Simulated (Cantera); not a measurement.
Input: 1 mol BN, 20 mol H2, 0.00017 mol O2, equilibrated at 1.40 mbar.

Equilibrium computed with Cantera from the NASA thermochemical tables; the gas is ideal and each condensed phase is pure. Candidate condensed phases: B, BN, B2O3, B3O3H3, H2O; 39 gas species. Kinetics and transport are ignored.

Task: Which condensed phases are stable at each of these points (T (K)): 798, 848, 898, 948, 998, 1048, 1098, 1148, 1198, 1248, 1298?

Result: 
```
T (K)  condensed phases  B condensed (%)
-----  ----------------  ---------------
798     BN(s) + B2O3(l)            100.0
848     BN(s) + B2O3(l)            100.0
898     BN(s) + B2O3(l)            100.0
948     BN(s) + B2O3(l)            100.0
998               BN(s)            100.0
1048              BN(s)            100.0
1098              BN(s)            100.0
1148              BN(s)            100.0
1198              BN(s)            100.0
1248              BN(s)            100.0
1298              BN(s)            100.0
```

From 798 K to 948 K the condensed part is BN(s) + B2O3(l). From 998 K to 1298 K the condensed part is BN(s).
